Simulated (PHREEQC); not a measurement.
## Metal-bearing waste water

A solution holds 0.0041 mol Pb(NO3)2, 0.25 mol NiCl2 and 0.00024 mol HCl per kg of water, at 25 °C. Closed to the air; pH follows from the charge balance.

Model: ion-association model, wateq4f.dat, run in PHREEQC.

```
Quantity                   Value
-----------------  -------------
pH                          3.74
ionic strength     0.584 mol/kgw
activity of water          0.989
total alkalinity   -0.240 meq/kg
```

```tsv
species	molality	activity	log γ
Cl-	0.397	0.251	-0.199
Ni+2	0.178	0.0530	-0.526
NiCl+	0.0453	0.0334	-0.132
NiCl2	0.0267	0.0305	0.058
NO3-	0.00818	0.00490	-0.222
PbCl+	0.00254	0.00187	-0.132
PbCl2	0.000652	0.000746	0.058
Pb+2	0.000630	0.000188	-0.526
H+	0.000240	0.000182	-0.120
PbCl3-	0.000202	0.000149	-0.132
```

This is a speciation only: nothing precipitates in the calculation.
